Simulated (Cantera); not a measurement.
A Cantera script and what it prints.

```python
import numpy as np
import cantera as ct

gas_names = """
    CL CL2 H HCL H2 N NH NH2 NH3 N2 N2H2 N2H4 Si SiCL SiCL2 SiCL3 SiCL4 SiH SiHCL3 SiH2 SiH2CL2 SiH3
    SiH3CL SiH4 SiN Si2 Si2N Si3
""".split()
cond_names = """
    NH4CL(a) NH4CL(b) Si(cr) Si(L) Si3N4(a)
""".split()


# ... load() reads the species with a 1 bar reference pressure and builds the phases ...
atoms = {
    'SiH2Cl2': {'Si': 1, 'H': 2, 'CL': 2},
    'N2': {'N': 2},
    'NH3': {'N': 1, 'H': 3},
}
top_T = {'Si3N4(a)': 2400}  # K; cautious upper limits of use, not melting points


# ... equilibrate(T, P, feed) seeds the gas with the atoms and calls Mixture.equilibrate('TP', solver="vcs", rtol=1e-11, max_steps=5000) ...
results = []
feed = {'SiH2Cl2': 1, 'N2': 19, 'NH3': 38}  # mol
P = 10000  # Pa
for T in [798, 898, 998, 1098, 1198, 1298, 1398, 1498, 1598, 1698, 1798, 1898, 1998]:
    mix = equilibrate(T, P, feed)
    results.append((T, P, feed, dict(zip(mix.species_names, mix.species_moles))))

top = {s: max(r[3][s] / sum(r[3][g] for g in gas_names) for r in results) for s in gas_names}
cols = sorted((s for s in top if top[s] > 1e-05), key=lambda s: -top[s])[:9]
seen = [c for c in cond_names if any(r[3].get(c, 0) > 1e-12 for r in results)]
print("log10 of partial pressures in bar; condensed amounts in mol")
print(f"{'T/K':>10s}" + "".join(f"{s[:9]:>10s}" for s in cols + seen))
for T, P, feed, n in results:
    ng = sum(n[g] for g in gas_names)
    print(f"{T:10.4g}" + "".join(f"{np.log10(max(n[s] / ng * P / 1e5, 1e-99)):10.3f}" for s in cols)
          + "".join(f"{n.get(c, 0):10.4g}" for c in seen))
```

Result:

```
log10 of partial pressures in bar; condensed amounts in mol
       T/K        H2        N2       HCL         H     SiCL2        Si      SiCL        CL       NH3     Si(L)  Si3N4(a)
       798    -1.228    -1.412    -2.683   -12.188   -13.673   -31.223   -25.557   -13.627    -5.063         0    0.3333
       898    -1.228    -1.412    -2.683   -10.575   -11.734   -26.137   -21.630   -12.040    -5.457         0    0.3333
       998    -1.228    -1.412    -2.683    -9.281   -10.185   -22.074   -18.494   -10.767    -5.777         0    0.3333
      1098    -1.228    -1.412    -2.683    -8.221    -8.922   -18.757   -15.934    -9.723    -6.041         0    0.3333
      1198    -1.228    -1.412    -2.683    -7.335    -7.873   -15.997   -13.806    -8.851    -6.262         0    0.3333
      1298    -1.228    -1.412    -2.683    -6.584    -6.989   -13.667   -12.010    -8.113    -6.451         0    0.3333
      1398    -1.228    -1.412    -2.683    -5.939    -6.235   -11.675   -10.476    -7.478    -6.613         0    0.3331
      1498    -1.228    -1.412    -2.684    -5.379    -5.587    -9.952    -9.151    -6.928    -6.753         0    0.3325
      1598    -1.228    -1.412    -2.687    -4.888    -5.027    -8.447    -7.998    -6.449    -6.876         0    0.3303
      1698    -1.228    -1.412    -2.695    -4.454    -4.548    -7.123    -6.989    -6.030    -6.985         0    0.3241
      1798    -1.228    -1.412    -2.715    -4.067    -4.149    -5.949    -6.108    -5.670    -7.081         0    0.3094
      1898    -1.231    -1.407    -2.754    -3.722    -3.843    -4.911    -5.351    -5.367    -7.169    0.8349         0
      1998    -1.232    -1.408    -2.750    -3.411    -3.887    -4.371    -5.028    -5.056    -7.248    0.8015         0
```

Method: chemical equilibrium by Gibbs-energy minimisation in Cantera with the NASA 1993 tables (ideal gas, pure condensed phases). The tables' values for SiCl, SiN are old estimates; treat these amounts as uncertain. Gases not in the tables: Si2H6 and higher silanes.
